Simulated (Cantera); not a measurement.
**V2O5 + H2 (hydrogen reduction and annealing atmospheres)**

A closed system holds: 1 mol V2O5, a varied amount of H2, at 278 Torr.

Equilibrium computed with Cantera from the NASA thermochemical tables; the gas is ideal and each condensed phase is pure. Candidate condensed phases: H2O, V, VO, V2O3, V2O4, V2O5; 12 gas species. Mutual solubility and eutectic melting of coexisting phases are not modelled. VO: taken at fixed stoichiometry. Condensed phases not in the tables: the oxides between V2O3 and V2O5 other than VO2. The numbers say what is thermodynamically allowed, not how fast it happens.

Stable condensed phases:

```
T in K \ n(H2) in mol
         2.7   5   9  16  30  54  98 180
   2098    A   A   A   A   A   B   C   C
   1998    A   A   A   A   A   A   B   C
   1898    A   A   A   A   A   A   B   C
   1798    A   A   A   A   A   A   A   B
   1698    A   A   A   A   A   A   A   A
   1598    A   A   A   A   A   A   A   A
   1498    A   A   A   A   A   A   A   A
   1398    A   A   A   A   A   A   A   A
   1298    A   A   A   A   A   A   A   A
```

A: V2O3; B: VO + V2O3; C: VO.
